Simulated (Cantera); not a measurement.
Source: NASA polynomial tables (part measured, part estimated), evaluated in Cantera. Values are per mole of reaction as written; species without (g) are pure solids or liquids, kept so even where they would boil at 1 bar.

Task: Between 475 and 1475 K, where is each reaction favourable under standard conditions?
- Cu(OH)2 + Cu + C2H5OH(g) = Cu2O + 2 CH3OH(g)

Result: 
- Cu(OH)2 + Cu + C2H5OH(g) = Cu2O + 2 CH3OH(g): ΔG° is 43 kJ at 475 K and -67 kJ at 1475 K; it changes sign between 775 and 875 K. ΔH° is 64 kJ and ΔS° 89 J/K at 1475 K.
